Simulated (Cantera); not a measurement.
A perfectly stirred reactor is fed with CO : O₂ : H₂O : N₂ = 0.025 : 0.026 : 0.095 : 1 (molar parts), at 7500 Torr; it is held at 1300 K, and followed from long to short residence time.

Detailed kinetics in Cantera: GRI-Mech 3.0 (53 species, 325 reactions).

x: mole fraction; the columns are a selection and need not sum to one.

```tsv
τ (s)	x CO	x O₂	x H₂O	x H₂	x NO₂	x H₂O₂
19	1.39e-5	0.0119	0.0838	5.76e-7	5.23e-10	2.63e-9
8.1	?	0.0119	0.0838	?	8.40e-10	?
3.4	7.20e-5	0.0119	0.0838	2.83e-6	1.62e-9	5.85e-9
1.4	?	0.0120	0.0838	?	?	?
0.60	0.000343	0.0121	0.0838	1.24e-5	5.78e-9	2.44e-8
0.25	0.000699	0.0123	0.0838	2.38e-5	8.44e-9	5.55e-8
0.11	0.00129	0.0126	0.0837	4.09e-5	9.57e-9	1.18e-7
0.044	0.00242	0.0131	0.0836	6.99e-5	8.45e-9	2.59e-7
0.018	0.00422	0.0140	0.0835	0.000110	5.92e-9	5.17e-7
0.0077	0.00678	0.0153	0.0834	0.000155	3.57e-9	9.16e-7
```

### Question
Fill in the missing entries.

### Answer

- 8.1, x CO: 3.15e-5
- 8.1, x H₂: 1.27e-6
- 8.1, x H₂O₂: 3.60e-9
- 1.4, x CO: 0.000164
- 1.4, x H₂: 6.21e-6
- 1.4, x NO₂: 3.29e-9
- 1.4, x H₂O₂: 1.15e-8
